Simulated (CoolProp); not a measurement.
Saturated liquid density (kg/m³) of R245fa: the reference equation beside estimates from Tc = 153.9 °C, pc = 3.651 MPa, ω = 0.378. Rackett uses Z = 0.29056 − 0.08775 ω.

The numbers come from the reference Helmholtz-energy equation of state, Akasaka 2015 in CoolProp.

```
T (°C)  reference  Rackett  Redlich-Kwong  Soave-Redlich-Kwong
------  ---------  -------  -------------  -------------------
-0.45         ___     1477           1211                 1275
7.05         1386     1456           1192                 1258
14.55        1366     1434           1172                 1240
22.05        1346      ___            ___                 1221
29.55        1326     1390           1130                 1201
37.05        1305     1367           1108                 1180
44.65        1283     1343           1084                 1157
52.15         ___     1318           1060                 1134
59.65         ___     1293           1035                 1109
67.15        1214     1266            ___                 1082
74.65        1189     1239          981.0                 1054
82.15        1163      ___          952.0                 1024
89.65        1135     1180            ___                992.2
```

What belongs in the gaps?


- -0.45, reference: 1405
- 22.05, Rackett: 1412
- 22.05, Redlich-Kwong: 1151
- 52.15, reference: 1261
- 59.65, reference: 1238
- 67.15, Redlich-Kwong: 1009
- 82.15, Rackett: 1210
- 89.65, Redlich-Kwong: 921.4

Absolute difference from the reference over all 13 rows, mean and median: Rackett 4.6 and 4.7 %, Redlich-Kwong 15.8 and 15.5 %, Soave-Redlich-Kwong 10.2 and 9.8 %.
